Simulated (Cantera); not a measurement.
What does this Cantera script print?

```python
import numpy as np
import cantera as ct

gas_names = """
    H HNO HNO2 HNO3 HO2 H2 H2O H2O2 N NH NH2 NH3 NH2OH NO NO2 NO3 N2 N2H2 N2H4 N2O O OH O2 O3 Si SiH
    SiH2 SiH3 SiH4 SiN SiO SiO2 Si2 Si2N Si3
""".split()
cond_names = """
    H2O(s) H2O(L) Si(cr) Si(L) SiO2(Lqz) SiO2(hqz) SiO2(L) Si2N2O(s) Si3N4(a)
""".split()


# ... load() reads the species with a 1 bar reference pressure and builds the phases ...
atoms = {
    'Si3N4': {'Si': 3, 'N': 4},
    'N2O': {'N': 2, 'O': 1},
    'H2': {'H': 2},
}
top_T = {'Si2N2O(s)': 2100, 'Si3N4(a)': 2400}  # K; cautious upper limits of use, not melting points


# ... equilibrate(T, P, feed) seeds the gas with the atoms and calls Mixture.equilibrate('TP', solver="vcs", rtol=1e-11, max_steps=5000) ...
results = []
feed = {'Si3N4': 1, 'N2O': 0.15, 'H2': 9.5}  # mol
T = 1748.15  # K
P = 570  # Pa
mix = equilibrate(T, P, feed)
results.append((T, P, feed, dict(zip(mix.species_names, mix.species_moles))))
print(gas.report(threshold=0.0001))
for i in range(1, mix.n_phases):
    print(f"{mix.phase(i).name:16s} {mix.phase_moles(i):12.5e} mol")
```

It prints:

```
       temperature   1748.2 K
          pressure   570 Pa
           density   0.00028568 kg/m^3
  mean mol. weight   7.2847 kg/kmol
   phase of matter   gas

                          1 kg             1 kmol
                     ---------------   ---------------
          enthalpy        6.1013e+06        4.4446e+07  J
   internal energy         4.106e+06        2.9911e+07  J
           entropy             33508         2.441e+05  J/K
    Gibbs function       -5.2476e+07       -3.8228e+08  J
 heat capacity c_p            4628.2             33715  J/K
 heat capacity c_v            3486.9             25401  J/K

                      mass frac. Y      mole frac. X     chem. pot. / RT
                     ---------------   ---------------   ---------------
                 H         0.0003756         0.0027145           -12.224
                H2           0.22206           0.80239           -24.448
                N2           0.69951            0.1819           -33.367
                Si        0.00098672        0.00025594           -5.0941
               SiO          0.076801          0.012691           -45.623
     [  +30 minor]        0.00026925        5.2866e-05

Si(L)             2.84624e+00 mol
SiO2(L)           0.00000e+00 mol
Si2N2O(s)         0.00000e+00 mol
Si3N4(a)          0.00000e+00 mol
```

Cantera equilibrium calculation (NASA polynomials, part measured and part estimated; ideal gas, pure solids and liquids). Gases not in the tables: Si2H6 and higher silanes.
